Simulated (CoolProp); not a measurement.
R236FA along the isotherm 126.85 °C: fugacity coefficient from the reference equation and from simpler models built on Tc = 124.9 °C, pc = 3191 kPa, ω = 0.377; each cubic takes its own stable root.

Computed with CoolProp (reference Helmholtz-energy equation of state, Pan 2012).

```tsv
p (kPa)	phase	reference	Soave-Redlich-Kwong	Peng-Robinson
101	gas	0.9892	0.9894	0.9882
163	gas	0.9826	0.9829	0.9810
263	gas	0.9719	0.9725	0.9695
426	gas	0.9547	0.9557	0.9508
687	gas	0.9273	0.9288	0.9213
1110	gas	0.8834	0.8858	0.8743
1790	gas	0.8136	0.8176	…
2900	gas	0.6980	0.7052	0.6828
4680	supercritical	0.4962	0.5131	0.4907
7570	supercritical	0.3521	0.3733	0.3513
12200	supercritical	…	0.2912	0.2677
19800	supercritical	0.2243	0.2516	…
31900	supercritical	0.2208	0.2552	0.2158
```

Task: What belongs in the gaps?

Result: 
- 1790, Peng-Robinson: 0.8008
- 12200, reference: 0.2673
- 19800, Peng-Robinson: 0.2235
